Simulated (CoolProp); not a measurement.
Vapour-liquid equilibrium of dimethyl ether (1) + ethanol (2) at 0.0771 MPa; x and y are mole fractions of (1).

The numbers come from the multi-fluid Helmholtz-energy mixture model, Wu 2011 and Schroeder 2014; pair parameters Bell 2016 in CoolProp.

```csv
x,bubble temperature (K),y at the bubble point,dew temperature at overall composition x (K),liquid density (mol/L)
0.05,308.8,0.820,343.6,16.74
0.2,?,0.986,339.5,17.22
0.35,258.3,0.995,334.8,17.20
0.5,?,0.997,329.0,17.05
0.65,248.9,0.998,321.6,16.83
0.8,246.2,0.999,310.7,16.56
0.95,?,1.000,?,?
```

Problem. What belongs in the gaps?

Solution. 
- 0.2, bubble temperature (K): 270.2
- 0.5, bubble temperature (K): 252.5
- 0.95, bubble temperature (K): 243.3
- 0.95, dew temperature at overall composition x (K): 287.4
- 0.95, liquid density (mol/L): 16.25

No azeotrope shows between x = 0.05 and 0.95.

Pair parameters are fitted to limited data, so mixtures are less certain than the pure fluids. With so large a gap from Raoult's law the liquid may split in two, which this calculation doesn't test in full.
